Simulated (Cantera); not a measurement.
Charge: 1 mol Si, 1.9 mol HCl, 0.27 mol H₂, held at 725 °C and 100 Torr.

Method: chemical equilibrium by Gibbs-energy minimisation in Cantera with the NASA 1993 tables (ideal gas, pure condensed phases). Candidate condensed phases: Si; 19 gas species. The tables' values for SiCl₃ are old estimates; treat these amounts as uncertain. Rates play no part.

Base state: H₂ 0.687, SiCl₄ 0.233, SiHCl₃ 0.0550, HCl 0.0202, SiCl₃ 0.00309, SiH₂Cl₂ 0.00140, SiCl₂ 0.00100 (mole fractions); condensed: Si(s).

Q: What changes in the equilibrium state with this change: Si replaced by SiCl₄?

A: 
| species | before | after |
|---|---|---|
| HCl | 0.0202 | 0.600 |
| SiCl₄ | 0.233 | 0.315 |
| H₂ | 0.687 | 0.0848 |
| SiHCl₃ | 0.0550 | 0.000309 |
| SiH₂Cl₂ | 0.00140 | 3.27e-8 |
| SiCl₂ | 0.00100 | 1.90e-7 |
| SiCl₃ | 0.00309 | 4.94e-5 |
| Si(s), mol | 0.507 | 0 |

Q: What changes in the equilibrium state with this change: pressure from 100 Torr to 13500 Torr?

A: 
```csv
species,before,after
H₂,0.687,0.660
SiCl₄,0.233,0.173
SiHCl₃,0.0550,0.147
SiH₂Cl₂,0.00140,0.0135
HCl,0.0202,0.00539
SiH₃Cl,9.07e-6,0.000314
SiCl₂,0.00100,7.44e-5
SiCl₃,0.00309,0.000725
"Si(s), mol",0.507,0.456
```

Q: What changes in the equilibrium state with this change: pressure from 100 Torr to 3150 Torr?

A: 
```
species      before     after
----------  -------  --------
H₂            0.687     0.673
SiCl₄         0.233     0.197
SiHCl₃       0.0550     0.114
HCl          0.0202   0.00808
SiH₃Cl      9.07e-6  0.000112
SiCl₂       0.00100  0.000164
SiH₂Cl₂     0.00140   0.00707
Si(s), mol    0.507     0.475
```
